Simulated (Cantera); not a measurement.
Input: 1 mol C6H6, 0.49 mol H2O, 1.6 mol H2, at 233 Torr.

Equilibrium computed with Cantera from the NASA thermochemical tables; the gas is ideal and each condensed phase is pure. Candidate condensed phases: C, C6H6, C7H8, C8H18, H2O; 110 gas species. The numbers say what is thermodynamically allowed, not how fast it happens.

### Question
At 1650 °C, list the 4 most abundant gas species with their mole fractions, and the condensed phases.

### Answer
H2 0.910, CO 0.0878, H 0.00161, C2H2 (acetylene) 0.000411. Condensed: C(graphite).
